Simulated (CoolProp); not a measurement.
Properties of n-heptane along the isotherm 303.15 °C.

The numbers come from the reference Helmholtz-energy equation of state, Span 2003 in CoolProp. It is a short technical equation, of lower accuracy than the large ones.

```
p (bar)          phase  cv (kJ/(kg K))  Joule-Thomson coefficient (K/MPa)  isothermal compressibility (1/MPa)  viscosity (µPa s)  fugacity coefficient
-------  -------------  --------------  ---------------------------------  ----------------------------------  -----------------  --------------------
9.25               gas           2.738                              7.384                               1.210               11.8                0.9085
18.5               gas           2.777                              8.969                              0.7174               13.3                0.8190
27.7               gas           2.827                              11.23                              0.6318               16.2                0.7315
37       supercritical           2.885                              13.07                              0.7320               23.3                0.6436
46.2     supercritical           2.878                              6.195                              0.2950               36.7                0.5615
55.5     supercritical           2.853                              2.930                              0.1142               44.9                0.4975
64.7     supercritical           2.840                              1.831                             0.06690               50.2                0.4509
74       supercritical           2.832                              1.281                             0.04634               54.5                0.4153
83.2     supercritical           2.826                             0.9574                             0.03529               58.0                0.3880
92.5     supercritical           2.822                             0.7392                             0.02835               61.2                0.3663
102      supercritical           2.819                             0.5804                             0.02357               64.1                0.3485
111      supercritical           2.817                             0.4672                             0.02031               66.6                0.3348
120      supercritical           2.816                             0.3781                             0.01783               69.0                0.3235
129      supercritical           2.814                             0.3061                             0.01589               71.2                0.3142
139      supercritical           2.813                             0.2407                             0.01417               73.5                0.3056
```

Viscosity comes from a separate model (Michailidou 2014).
